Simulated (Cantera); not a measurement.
A Cantera script and its output.

```python
import numpy as np
import cantera as ct

gas = ct.Solution("h2o2.yaml")
gas.TPX = 648, 101325, {'H2': 1, 'O2': 0.185, 'N2': 0.696}
flame = ct.FreeFlame(gas, width=0.04)
flame.set_refine_criteria(ratio=3, slope=0.08, curve=0.16)
flame.transport_model = "mixture-averaged"
flame.solve(loglevel=0, auto=True)
flame.transport_model = "multicomponent"
flame.soret_enabled = False
flame.solve(loglevel=0, refine_grid=True)
z, T = flame.grid, flame.T
thick = (T[-1] - T[0]) / np.gradient(T, z).max()
show = ['H2', 'O2', 'H', 'OH', 'O', 'H2O']
print(f"laminar burning velocity  {flame.velocity[0] * 100:.3f} cm/s")
print(f"burnt temperature         {T[-1]:.1f} K")
print(f"thermal thickness         {thick * 1e3:.4f} mm")
print(f"grid points               {len(z)}")
z0 = z[flame.heat_release_rate.argmax()]
print(f"{'z/mm':>9s}{'T/K':>9s}{'u/(m/s)':>9s}" + "".join(f"{s:>11s}" for s in show))
rows = []
for k in (-3, -2, -1.5, -1, -0.5, -0.25, 0, 0.25, 0.5, 1, 2, 4, 8):
    zz = z0 + k * thick
    rows.append([k * thick, np.interp(zz, z, T), np.interp(zz, z, flame.velocity),
                 *(np.interp(zz, z, flame.X[gas.species_index(s)]) for s in show)])
    print(f"{rows[-1][0] * 1e3:9.3f}{rows[-1][1]:9.1f}{rows[-1][2]:9.3f}" + "".join(f"{x:11.3e}" for x in rows[-1][3:]))
```

Output:

```
laminar burning velocity  927.145 cm/s
burnt temperature         2133.3 K
thermal thickness         0.4911 mm
grid points               146
     z/mm      T/K  u/(m/s)         H2         O2          H         OH          O        H2O
   -1.473    648.0    9.271  5.316e-01  9.835e-02  1.010e-14  1.466e-17  2.248e-16  1.511e-13
   -0.982    648.0    9.271  5.316e-01  9.835e-02  1.121e-11  1.328e-14  1.857e-13  2.571e-11
   -0.737    648.0    9.271  5.316e-01  9.835e-02  1.600e-09  1.731e-12  2.208e-11  1.581e-09
   -0.491    648.1    9.273  5.316e-01  9.835e-02  5.990e-07  1.944e-09  7.060e-09  4.404e-07
   -0.246    679.3    9.692  5.286e-01  9.766e-02  6.425e-04  7.365e-05  1.896e-05  1.740e-03
   -0.123    872.8   12.285  5.029e-01  9.057e-02  1.001e-02  3.903e-04  2.965e-04  1.978e-02
    0.000   1226.1   16.821  4.110e-01  5.545e-02  4.985e-02  1.449e-03  2.072e-03  9.525e-02
    0.123   1465.6   19.861  3.308e-01  1.255e-02  8.218e-02  2.092e-03  1.561e-03  1.805e-01
    0.246   1565.2   21.093  3.164e-01  1.968e-03  8.353e-02  2.053e-03  6.426e-04  2.026e-01
    0.491   1662.1   22.254  3.216e-01  1.996e-04  7.276e-02  2.188e-03  4.095e-04  2.074e-01
    0.982   1766.4   23.472  3.317e-01  8.587e-05  5.798e-02  2.224e-03  3.047e-04  2.093e-01
    1.964   1868.2   24.633  3.419e-01  5.297e-05  4.297e-02  2.036e-03  1.941e-04  2.113e-01
    3.929   1956.8   25.621  3.509e-01  2.762e-05  2.966e-02  1.656e-03  1.035e-04  2.133e-01
```

Model: the H2/O2 subset of GRI-Mech 3.0, which has no nitrogen chemistry, integrated in Cantera. Burning velocities carry a grid error of a few per cent, more on coarse grids.
